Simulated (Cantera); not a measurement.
# Fluorocarbon and chlorocarbon gases: c-C₄F₈ + F₂ + H₂

A closed system holds: 1 mol c-C₄F₈, 0.75 mol F₂, 2.3 mol H₂, held at 2.33 Torr.

Method: chemical equilibrium by Gibbs-energy minimisation in Cantera with the NASA 1993 tables (ideal gas, pure condensed phases). Candidate condensed phases: C, C₆H₆, C₇H₈, C₈H₁₈; 110 gas species. Ions and electrons are included (thermal ionisation). The feed counts by its element totals alone. Kinetics and transport are ignored.

| T (K) | x F | x HF | x H | x C | x C₃ | x CF | x C₂ | x CF₂ |
|---|---|---|---|---|---|---|---|---|
| 3000 | 0.426 | 0.366 | 0.0427 | 0.0156 | 0.0874 | 0.0471 | 0.00931 | 0.00325 |
| 3250 | 0.481 | 0.213 | 0.138 | 0.0546 | 0.0602 | 0.0333 | 0.0173 | 0.000517 |
| 3500 | 0.515 | 0.0745 | 0.219 | 0.129 | 0.0230 | 0.0193 | 0.0191 | 8.00e-5 |
| 3750 | 0.520 | 0.0213 | 0.244 | 0.192 | 0.00350 | 0.00805 | 0.0104 | 1.01e-5 |
| 4000 | 0.523 | 0.00661 | 0.251 | 0.213 | 0.000323 | 0.00291 | 0.00375 | 1.29e-6 |
| 4250 | 0.524 | 0.00231 | 0.253 | 0.218 | 3.24e-5 | 0.00111 | 0.00133 | 1.95e-7 |
| 4500 | 0.524 | 0.000900 | 0.254 | 0.220 | 4.01e-6 | 0.000462 | 0.000515 | 3.57e-8 |
| 4750 | 0.525 | 0.000386 | 0.254 | 0.220 | 6.09e-7 | 0.000210 | 0.000218 | 7.77e-9 |
| 5000 | 0.525 | 0.000180 | 0.254 | 0.220 | 1.11e-7 | 0.000102 | 0.000100 | 1.96e-9 |
x: gas mole fraction; nothing condenses.

From 3000 K to 5000 K nothing is condensed. The main C-bearing gas is C₃ at 3000 K and C at 5000 K.
